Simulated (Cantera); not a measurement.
An isothermal plug-flow reactor at 925 K and 3750 Torr (inlet), inlet velocity 4.9 m/s, active area per volume 190 1/m; feed H₂ : O₂ : N₂ = 0.0027 : 0.2 : 0.79 (molar parts), equivalence ratio 0.0067.

Computed with Cantera and Deutschmann's 1995 Pt surface mechanism with GRI-Mech 3.0 gas chemistry. Catalytic surfaces can have several steady states; this one follows from the mechanism file's or the stated starting coverage. Mass transfer to the wall is taken as infinitely fast.

One state of this run: x H₂ = 0.00143; x O₂ = 0.201; x H₂O = 0.00129; θ free Pt = 0.0611; θ O* = 0.937; θ OH* = 0.00141. x: gas mole fraction; θ: surface coverage.

### Question
Which value of z (m) does it belong to?
A) 0.00012
B) 0.0071
C) 0.0026
D) 0.00092

### Answer
B, 0.0071
